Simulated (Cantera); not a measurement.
Standard-state values (1 bar) from the NASA 1993 polynomials, evaluated with Cantera. Values are per mole of reaction as written; species without (g) are pure solids or liquids, kept so even where they would boil at 1 bar.

Problem. Between 300 and 1575 K, where is each reaction favourable under standard conditions?
- 6 CuF2 + O3(g) → 6 F2(g) + 3 Cu2O

Solution. 
- 6 CuF2 + O3(g) → 6 F2(g) + 3 Cu2O: ΔG° is 2342 kJ at 300 K and 1603 kJ at 1575 K; it stays positive (K < 1). ΔH° is 2279 kJ and ΔS° 429 J/K at 1575 K.
